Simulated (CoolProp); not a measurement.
R22 along the isotherm 500 K: Z from the reference equation and from simpler models built on Tc = 369.3 K, pc = 4990 kPa, ω = 0.221; each cubic takes its own stable root.

Model: reference Helmholtz-energy equation of state, Kamei 1995, in CoolProp.

| p (kPa) | phase | reference |
|---|---|---|
| 680 | gas | 0.9843 |
| 1360 | gas | 0.9685 |
| 2040 | gas | 0.9525 |
| 2720 | gas | 0.9365 |
| 3400 | gas | 0.9204 |
| 4080 | gas | 0.9043 |
| 4760 | gas | 0.8883 |
| 5440 | supercritical | 0.8724 |
| 6120 | supercritical | 0.8568 |
| 6800 | supercritical | 0.8415 |
| 7490 | supercritical | 0.8264 |

Question: How far does each simpler model (Pitzer virial, van der Waals, Redlich-Kwong, Soave-Redlich-Kwong, Peng-Robinson) lie from the reference over these 11 states: mean and median of the absolute difference, and the worst?

Answer: 
- Pitzer virial: mean 0.1 %, median 0.1 %, worst +0.1 % at 500 K and 5440 kPa
- van der Waals: mean 3.0 %, median 2.7 %, worst -6.7 % at 500 K and 7490 kPa
- Redlich-Kwong: mean 1.7 %, median 1.8 %, worst -3.1 % at 500 K and 7490 kPa
- Soave-Redlich-Kwong: mean 1.1 %, median 0.9 %, worst +2.8 % at 500 K and 7490 kPa
- Peng-Robinson: mean 1.0 %, median 1.1 %, worst -1.3 % at 500 K and 4760 kPa
